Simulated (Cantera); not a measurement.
Input: 1 mol SiCl4, 1.6 mol Cl2, 9.9 mol H2, held at 0.270 bar.

Method: chemical equilibrium by Gibbs-energy minimisation in Cantera with the NASA 1993 tables (ideal gas, pure condensed phases). Candidate condensed phases: Si; 19 gas species. The tables' values for SiCl3 are old estimates; treat these amounts as uncertain. Equilibrium is a limit: real reactors are often held back by kinetics, nucleation or transport. All values below are at 1000 K.

Base state: H2 0.663, HCl 0.257, SiCl4 0.0785, SiHCl3 0.00142, SiCl3 5.86e-5 (mole fractions); condensed: gas only.

### Question
What changes in the equilibrium state with this change: SiCl4 replaced by Si?

### Answer
```
species      before    after
----------  -------  -------
H2            0.663    0.908
SiCl4        0.0785   0.0518
SiHCl3      0.00142   0.0244
HCl           0.257   0.0136
SiH3Cl      1.39e-9  1.61e-5
SiH2Cl2     2.78e-6  0.00124
Si(s), mol        0    0.160
```
